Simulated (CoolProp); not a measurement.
Vapour-liquid equilibrium of dimethyl ether (1) + n-butane (2) at 1600 kPa; x and y are mole fractions of (1).

Values from CoolProp's multi-fluid Helmholtz-energy mixture model, Wu 2011 and Bücker 2006; pair parameters Bell 2016.

| x | bubble temperature (°C) | y at the bubble point | dew temperature at overall composition x (°C) | liquid density (mol/L) |
|---|---|---|---|---|
| 0.05 | 98.5 | [?] | 100.4 | 8.167 |
| 0.2 | 88.6 | [?] | 94.2 | 8.777 |
| 0.35 | 81.1 | 0.507 | [?] | 9.389 |
| 0.5 | 75.5 | 0.641 | 81.4 | 10.03 |
| 0.65 | 71.2 | 0.753 | [?] | 10.74 |
| 0.8 | 67.8 | [?] | 69.6 | [?] |
| 0.95 | [?] | 0.962 | 65.4 | 12.47 |

Problem. What belongs in the gaps?

Solution. 
- 0.05, y at the bubble point: 0.097
- 0.2, y at the bubble point: 0.334
- 0.35, dew temperature at overall composition x (°C): 87.9
- 0.65, dew temperature at overall composition x (°C): 75.2
- 0.8, y at the bubble point: 0.856
- 0.8, liquid density (mol/L): 11.54
- 0.95, bubble temperature (°C): 65.2

No azeotrope shows between x = 0.05 and 0.95.

Pair parameters are fitted to limited data, so mixtures are less certain than the pure fluids.
